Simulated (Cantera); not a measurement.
A perfectly stirred reactor is fed with CH4 : C2H6 : O2 : N2 = 1 : 0.85 : 5.35 : 53.5 (molar parts), at 4.05 atm; it is adiabatic with a 600 K inlet, and is followed from long to short residence time, starting on the burning branch (τ in s: 0.081, 0.044, 0.024, 0.013, 0.007, 0.0038, 0.002, 0.0011, 0.0006, 0.00033, 0.00018, 9.6e-05).

Model: GRI-Mech 3.0 (53 species, 325 reactions), integrated in Cantera.

### Question
What does this change do: pressure from 4.05 atm to 2.27 atm?

### Answer
```csv
quantity,before,after
"blow-out, bracketed by the residence times tried","burning at 2.00 ms, out at 1.10 ms","burning at 2.00 ms, out at 1.10 ms"
x(CH4) at τ = 81.0 ms,6.96e-6,7.59e-6
x(C2H6) at τ = 81.0 ms,1.39e-6,1.54e-6
x(O2) at τ = 81.0 ms,0.00643,0.00657
x(H) at τ = 81.0 ms,1.35e-5,3.69e-5
x(H2) at τ = 81.0 ms,0.000157,0.000280
x(CH4) at τ = 2.00 ms,0.000183,0.000176
x(C2H6) at τ = 2.00 ms,2.81e-5,2.72e-5
x(O2) at τ = 2.00 ms,0.0103,0.0108
x(H) at τ = 2.00 ms,0.000173,0.000400
x(H2) at τ = 2.00 ms,0.00128,0.00174
```
